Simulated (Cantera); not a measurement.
Cantera run:

```python
import numpy as np
import cantera as ct

gas_names = """
    F FO FO2 F2 F2O H HF HOF HO2 H2 H2F2 H2O H2O2 H3F3 H4F4 H5F5 H6F6 H7F7 O OH O2 O3 Si SiF SiF2 SiF3
    SiF4 SiH SiHF3 SiH2 SiH2F2 SiH3 SiH3F SiH4 SiO SiO2 Si2 Si3
""".split()
cond_names = """
    H2O(s) H2O(L) Si(cr) Si(L) SiO2(Lqz) SiO2(hqz) SiO2(L)
""".split()


# ... load() reads the species with a 1 bar reference pressure and builds the phases ...
atoms = {
    'SiF4': {'Si': 1, 'F': 4},
    'H2O': {'H': 2, 'O': 1},
}
top_T = {}  # K; cautious upper limits of use, not melting points


# ... equilibrate(T, P, feed) seeds the gas with the atoms and calls Mixture.equilibrate('TP', solver="vcs", rtol=1e-11, max_steps=5000) ...
results = []
feed = {'SiF4': 1, 'H2O': 0.15}  # mol
T = 1798  # K
P = 42  # Pa
mix = equilibrate(T, P, feed)
results.append((T, P, feed, dict(zip(mix.species_names, mix.species_moles))))
x = sorted(zip(gas.X, gas.species_names), reverse=True)
print(f"T = {T:g} K  P = {P:g} Pa  gas = {mix.phase_moles(0):.4g} mol")
print("   x: " + "  ".join(f"{s} {v:.3e}" for v, s in x if v > 1e-06))
print("   condensed (mol): " + ("  ".join(f"{mix.phase(i).name} {mix.phase_moles(i):.4g}"
      for i in range(1, mix.n_phases) if mix.phase_moles(i) > 1e-12) or "none"))
```

Result:

```
T = 1798 K  P = 42 Pa  gas = 1.229 mol
   x: SiF4 7.495e-01  HF 2.437e-01  SiF3 4.553e-03  O2 1.189e-03  SiO 3.758e-04  O 2.009e-04  F 1.996e-04  H2O 1.603e-04  H 5.951e-05  OH 5.228e-05  SiO2 1.242e-05  H2 1.200e-05  SiF2 1.017e-05
   condensed (mol): SiO2(L) 0.07304
```

Equilibrium computed with Cantera from the NASA thermochemical tables; the gas is ideal and each condensed phase is pure. The tables' values for SiF3, SiO2, SiF2 are old estimates; treat these amounts as uncertain. The tables hold silica as quartz up to 1696 K and as liquid above; real silica turns to tridymite and cristobalite and melts near 1996 K.
